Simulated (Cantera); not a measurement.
Feed: 1 mol SiCl4, 0.81 mol NO, 0.25 mol H2, equilibrated at 33.0 mbar.

These are equilibrium values from Cantera (NASA tables, ideal gas, pure condensed phases), not measurements of a reactor. Candidate condensed phases: H2O, NH4Cl, Si, SiO2, Si2N2O, Si3N4; 47 gas species. The tables hold silica as quartz up to 1696 K and as liquid above; real silica turns to tridymite and cristobalite and melts near 1996 K. Equilibrium is a limit: real reactors are often held back by kinetics, nucleation or transport.

Which condensed phases are stable at each of these points (T (K)): 898, 998, 1098, 1198, 1298, 1398, 1498, 1598, 1698, 1798?


```tsv
T (K)	condensed phases	Si condensed (%)
898	SiO2(β-quartz)	40.5
998	SiO2(β-quartz)	40.5
1098	SiO2(β-quartz)	40.5
1198	SiO2(β-quartz)	40.5
1298	SiO2(β-quartz)	40.5
1398	SiO2(β-quartz)	40.5
1498	SiO2(β-quartz)	40.5
1598	SiO2(β-quartz)	40.5
1698	SiO2(condensed)	40.5
1798	SiO2(condensed)	40.5
```

From 898 K to 1598 K the condensed part is SiO2(β-quartz). From 1698 K to 1798 K the condensed part is SiO2(condensed).
